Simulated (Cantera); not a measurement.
**NO annealing gas**

An isothermal, constant-pressure homogeneous reactor starts with NO : N2 = 1 : 1.8 (molar parts), at 2200 K and 1.60 bar.

Model: GRI-Mech 3.0 (53 species, 325 reactions), integrated in Cantera.

```csv
t (s),x NO,x N2,x O2,x NO2,x O
6.00e-5,0.357,0.643,3.49e-6,2.17e-5,4.59e-5
0.000221,0.357,0.643,7.85e-5,8.46e-5,0.000159
0.000811,0.355,0.644,0.000791,0.000117,0.000216
0.00298,0.349,0.647,0.00363,0.000131,0.000244
0.0110,0.328,0.657,0.0142,0.000167,0.000327
0.0403,0.253,0.695,0.0514,0.000211,0.000520
0.148,0.0949,0.774,0.131,0.000121,0.000785
0.544,0.0155,0.813,0.170,2.25e-5,0.000888
2.00,0.0117,0.815,0.172,1.70e-5,0.000892
```
x: mole fraction; the columns are a selection and need not sum to one.

Equilibrium at this temperature and pressure: NO 0.0117, N2 0.815, O2 0.172, NO2 1.70e-5, O 0.000892 (gas phase only).
